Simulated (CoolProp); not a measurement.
Vapour-liquid equilibrium of methanol (1) + toluene (2) at 7.08 bar; x and y are mole fractions of (1).

Values from CoolProp's multi-fluid Helmholtz-energy mixture model, de Reuck 1993 and Lemmon 2006; pair parameters Bell 2016.

```json
[
 {"x": "0.05", "bubble temperature, mixture model (°C)": "170.6", "bubble temperature, Raoult's law (°C)": "186.2", "y, mixture model": "0.375", "y, Raoult's law": "0.218"},
 {"x": "0.15", "bubble temperature, mixture model (°C)": "147.2", "bubble temperature, Raoult's law (°C)": "171.2", "y, mixture model": "0.631", "y, Raoult's law": "0.478"},
 {"x": "0.25", "bubble temperature, mixture model (°C)": "138.5", "bubble temperature, Raoult's law (°C)": "160.7", "y, mixture model": "0.709", "y, Raoult's law": "0.631"},
 {"x": "0.35", "bubble temperature, mixture model (°C)": "134.4", "bubble temperature, Raoult's law (°C)": "152.6", "y, mixture model": "0.745", "y, Raoult's law": "0.732"},
 {"x": "0.45", "bubble temperature, mixture model (°C)": "132.0", "bubble temperature, Raoult's law (°C)": "146.0", "y, mixture model": "0.770", "y, Raoult's law": "0.805"},
 {"x": "0.55", "bubble temperature, mixture model (°C)": "130.1", "bubble temperature, Raoult's law (°C)": "140.6", "y, mixture model": "0.792", "y, Raoult's law": "0.859"},
 {"x": "0.65", "bubble temperature, mixture model (°C)": "128.4", "bubble temperature, Raoult's law (°C)": "135.9", "y, mixture model": "0.819", "y, Raoult's law": "0.902"},
 {"x": "0.75", "bubble temperature, mixture model (°C)": "126.8", "bubble temperature, Raoult's law (°C)": "131.9", "y, mixture model": "0.854", "y, Raoult's law": "0.937"},
 {"x": "0.85", "bubble temperature, mixture model (°C)": "125.3", "bubble temperature, Raoult's law (°C)": "128.3", "y, mixture model": "0.900", "y, Raoult's law": "0.965"},
 {"x": "0.95", "bubble temperature, mixture model (°C)": "124.1", "bubble temperature, Raoult's law (°C)": "125.1", "y, mixture model": "0.963", "y, Raoult's law": "0.989"}
]
```

The largest gap from Raoult's law is -24.0 K in bubble temperature, at x = 0.15. No azeotrope shows between x = 0.05 and 0.95.

The pair parameters rest on a limited set of measurements; away from them the model extrapolates. With so large a gap from Raoult's law the liquid may split in two, which this calculation doesn't test in full.
